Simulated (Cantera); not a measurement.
An adiabatic, constant-volume homogeneous reactor starts with CH3OH : O2 : N2 = 1 : 0.682 : 4.91 (molar parts), equivalence ratio 2.2, at 1525 K and 1000000 Pa. Integrator tolerance rtol = 1e-08.

Computed with Cantera and GRI-Mech 3.0 (53 species, 325 reactions). GRI-Mech 3.0 was tuned for natural gas; its chemistry of methanol as a main component is partial and can be far from experiment.

Task: What does this change do: 0.61 parts H2 added?

Result: 
```json
[
 {"quantity": "time of steepest temperature rise", "before": "21.3 µs", "after": "18.3 µs"},
 {"quantity": "temperature at 10.0 s", "before": "2575 K", "after": "2511 K"},
 {"quantity": "equilibrium temperature", "before": "2575 K", "after": "2511 K"},
 {"quantity": "x(CH3OH) at 10.0 s", "before": "6.25e-12 (gas-phase equilibrium 6.43e-12)", "after": "1.56e-11 (gas-phase equilibrium 1.60e-11)"},
 {"quantity": "x(O2) at 10.0 s", "before": "7.43e-6 (gas-phase equilibrium 7.43e-6)", "after": "1.66e-6 (gas-phase equilibrium 1.66e-6)"},
 {"quantity": "x(CO) at 10.0 s", "before": "0.103 (gas-phase equilibrium 0.103)", "after": "0.102 (gas-phase equilibrium 0.102)"},
 {"quantity": "x(N2O) at 10.0 s", "before": "3.07e-8 (gas-phase equilibrium 3.07e-8)", "after": "1.18e-8 (gas-phase equilibrium 1.18e-8)"},
 {"quantity": "x(NO2) at 10.0 s", "before": "3.05e-9 (gas-phase equilibrium 3.05e-9)", "after": "6.16e-10 (gas-phase equilibrium 6.16e-10)"}
]
```

Task: What does this change do: 0.22 parts H2O added?

Result: 
```tsv
quantity	before	after
time of steepest temperature rise	21.3 µs	20.0 µs
temperature at 10.0 s	2575 K	2541 K
equilibrium temperature	2575 K	2541 K
x(CH3OH) at 10.0 s	6.25e-12 (gas-phase equilibrium 6.43e-12)	6.06e-12 (gas-phase equilibrium 6.23e-12)
x(O2) at 10.0 s	7.43e-6 (gas-phase equilibrium 7.43e-6)	7.09e-6 (gas-phase equilibrium 7.09e-6)
x(CO) at 10.0 s	0.103 (gas-phase equilibrium 0.103)	0.0975 (gas-phase equilibrium 0.0975)
x(N2O) at 10.0 s	3.07e-8 (gas-phase equilibrium 3.07e-8)	2.73e-8 (gas-phase equilibrium 2.73e-8)
x(NO2) at 10.0 s	3.05e-9 (gas-phase equilibrium 3.05e-9)	2.78e-9 (gas-phase equilibrium 2.78e-9)
```
